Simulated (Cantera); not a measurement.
Cantera run:

```python
import numpy as np
import cantera as ct

gas_names = """
    C CO CO2 C2 C2O C3 C3O2 C4 C5 Cu CuO Cu2 O O2 O3
""".split()
cond_names = """
    C(gr) Cu(cr) Cu(L) CuO(s) Cu2O(s) Cu2O(L)
""".split()


# ... load() reads the species with a 1 bar reference pressure and builds the phases ...
atoms = {
    'CuO': {'Cu': 1, 'O': 1},
    'CO': {'C': 1, 'O': 1},
}
top_T = {'C(gr)': 4500, 'CuO(s)': 1390}  # K; cautious upper limits of use, not melting points


# ... equilibrate(T, P, feed) seeds the gas with the atoms and calls Mixture.equilibrate('TP', solver="vcs", rtol=1e-11, max_steps=5000) ...
results = []
feed = {'CuO': 1, 'CO': 1.1}  # mol
T = 1725  # K
P = 101325  # Pa
mix = equilibrate(T, P, feed)
results.append((T, P, feed, dict(zip(mix.species_names, mix.species_moles))))
x = sorted(zip(gas.X, gas.species_names), reverse=True)
print(f"T = {T:g} K  P = {P:g} Pa  gas = {mix.phase_moles(0):.4g} mol")
print("   x: " + "  ".join(f"{s} {v:.3e}" for v, s in x if v > 1e-05))
print("   condensed (mol): " + ("  ".join(f"{mix.phase(i).name} {mix.phase_moles(i):.4g}"
      for i in range(1, mix.n_phases) if mix.phase_moles(i) > 1e-12) or "none"))
```

Result:

```
T = 1725 K  P = 101325 Pa  gas = 1.1 mol
   x: CO2 9.089e-01  CO 9.089e-02  Cu 2.160e-04
   condensed (mol): Cu(L) 0.9998
```

Cantera equilibrium calculation (NASA polynomials, part measured and part estimated; ideal gas, pure solids and liquids).
